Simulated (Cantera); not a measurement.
Input (Python, Cantera):

```python
import numpy as np
import cantera as ct

gas = ct.Solution("gri30.yaml")
gas.TPX = 1800, 1500, {'NO': 1, 'N2': 0.083}
inlet = ct.Reservoir(gas, clone=True)

reactor = ct.IdealGasConstPressureReactor(gas, energy="off", clone=False)
exhaust = ct.Reservoir(gas, clone=True)
tau = [14, 5.7, 2.3, 0.9, 0.36, 0.14, 0.057, 0.023, 0.009, 0.0036][0]
for a, b in ((inlet, reactor), (reactor, exhaust)):
    ct.MassFlowController(a, b, mdot=lambda t: reactor.mass / tau)
net = ct.ReactorNet([reactor])
show = ['NO', 'NO2', 'N2', 'N2O', 'O2']

rows = []
print(f"{'tau/s':>10s}{'T/K':>9s}" + "".join(f"{s:>11s}" for s in show))
for tau in [14, 5.7, 2.3, 0.9, 0.36, 0.14, 0.057, 0.023, 0.009, 0.0036]:
    net.initial_time = 0.0
    net.advance(30 * tau)
    before = gas.X
    net.advance(40 * tau)
    drift = np.max(np.abs(gas.X - before) / (gas.X + 1e-9))
    rows.append([gas.T, *gas[show].X, drift])
    print(f"{tau:10.3e}{gas.T:9.1f}" + "".join(f"{x:11.3e}" for x in gas[show].X))
```

It prints:

```
     tau/s      T/K         NO        NO2         N2        N2O         O2
 1.400e+01   1800.0  8.152e-01  1.159e-04  1.305e-01  1.957e-04  5.372e-02
 5.700e+00   1800.0  8.783e-01  8.067e-05  9.892e-02  2.399e-04  2.224e-02
 2.300e+00   1800.0  9.053e-01  5.736e-05  8.541e-02  2.588e-04  8.778e-03
 9.000e-01   1800.0  9.164e-01  4.466e-05  7.988e-02  2.553e-04  3.263e-03
 3.600e-01   1800.0  9.206e-01  3.793e-05  7.779e-02  2.282e-04  1.173e-03
 1.400e-01   1800.0  9.223e-01  3.204e-05  7.699e-02  1.737e-04  3.586e-04
 5.700e-02   1800.0  9.230e-01  2.398e-05  7.673e-02  1.094e-04  9.110e-05
 2.300e-02   1800.0  9.232e-01  1.261e-05  7.666e-02  5.630e-05  1.554e-05
 9.000e-03   1800.0  9.233e-01  3.752e-06  7.664e-02  2.469e-05  1.923e-06
 3.600e-03   1800.0  9.233e-01  7.944e-07  7.664e-02  1.033e-05  2.765e-07
```

Model: GRI-Mech 3.0 (53 species, 325 reactions), integrated in Cantera. Radical loss at walls, strong at low pressure, is not modelled.
